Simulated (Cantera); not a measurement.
## Premixed flame

A freely propagating, adiabatic, planar premixed flame of 54.1 % H2, 9.68 % O2, 36.3 % N2, unburnt at 325 K and 1000000 Pa; mixture-averaged transport, grid criteria slope 0.08 and curve 0.16, no radiation.

Model: the H2/O2 subset of GRI-Mech 3.0, which has no nitrogen chemistry, integrated in Cantera. The hydrogen kinetics of GRI-Mech 3.0 are dated; newer H2 mechanisms differ, most at raised pressure. Burning velocities carry a grid error of a few per cent, more on coarse grids.

```json
[
 {"z (mm)": "-0.0877", "T (K)": "325", "u (m/s)": "1.77", "x H2": "0.540", "x O2": "0.0968", "x H2O2": "<1e-8", "x OH": "<1e-8", "x HO2": "<1e-8", "x H": "<1e-8"},
 {"z (mm)": "-0.0585", "T (K)": "326", "u (m/s)": "1.77", "x H2": "0.540", "x O2": "0.0969", "x H2O2": "2.86e-8", "x OH": "<1e-8", "x HO2": "7.77e-8", "x H": "<1e-8"},
 {"z (mm)": "-0.0439", "T (K)": "329", "u (m/s)": "1.78", "x H2": "0.539", "x O2": "0.0971", "x H2O2": "1.97e-7", "x OH": "<1e-8", "x HO2": "5.33e-7", "x H": "<1e-8"},
 {"z (mm)": "-0.0292", "T (K)": "355", "u (m/s)": "1.90", "x H2": "0.533", "x O2": "0.0983", "x H2O2": "4.94e-6", "x OH": "<1e-8", "x HO2": "1.39e-5", "x H": "<1e-8"},
 {"z (mm)": "-0.0146", "T (K)": "586", "u (m/s)": "2.99", "x H2": "0.499", "x O2": "0.0981", "x H2O2": "0.000128", "x OH": "1.02e-5", "x HO2": "0.000666", "x H": "1.02e-5"},
 {"z (mm)": "-0.00731", "T (K)": "929", "u (m/s)": "4.62", "x H2": "0.465", "x O2": "0.0825", "x H2O2": "0.000202", "x OH": "0.000239", "x HO2": "0.00107", "x H": "0.000906"},
 {"z (mm)": "0", "T (K)": "1279", "u (m/s)": "6.29", "x H2": "0.428", "x O2": "0.0554", "x H2O2": "8.73e-5", "x OH": "0.000434", "x HO2": "0.000510", "x H": "0.00517"},
 {"z (mm)": "0.00731", "T (K)": "1509", "u (m/s)": "7.41", "x H2": "0.399", "x O2": "0.0296", "x H2O2": "1.44e-5", "x OH": "0.000568", "x HO2": "0.000235", "x H": "0.0108"},
 {"z (mm)": "0.0146", "T (K)": "1632", "u (m/s)": "8.02", "x H2": "0.382", "x O2": "0.0137", "x H2O2": "3.75e-6", "x OH": "0.000583", "x HO2": "0.000103", "x H": "0.0141"},
 {"z (mm)": "0.0292", "T (K)": "1730", "u (m/s)": "8.50", "x H2": "0.372", "x O2": "0.00277", "x H2O2": "9.63e-7", "x OH": "0.000512", "x HO2": "1.97e-5", "x H": "0.0144"},
 {"z (mm)": "0.0585", "T (K)": "1788", "u (m/s)": "8.76", "x H2": "0.372", "x O2": "0.000208", "x H2O2": "1.52e-7", "x OH": "0.000390", "x HO2": "1.40e-6", "x H": "0.0105"},
 {"z (mm)": "0.117", "T (K)": "1825", "u (m/s)": "8.92", "x H2": "0.375", "x O2": "6.95e-6", "x H2O2": "3.14e-8", "x OH": "0.000247", "x HO2": "4.95e-8", "x H": "0.00617"},
 {"z (mm)": "0.234", "T (K)": "1846", "u (m/s)": "9.02", "x H2": "0.377", "x O2": "4.26e-7", "x H2O2": "<1e-8", "x OH": "0.000137", "x HO2": "<1e-8", "x H": "0.00328"}
]
```
x: mole fraction of selected species; z is measured from the peak of heat release.

The laminar burning velocity is 177 cm/s, the thermal thickness comes out as 0.0292 mm and the peak x(H2O2) is 0.000206. The peak x(OH) is 0.000588, the peak x(HO2) is 0.00119 and the peak x(H) is 0.0149.
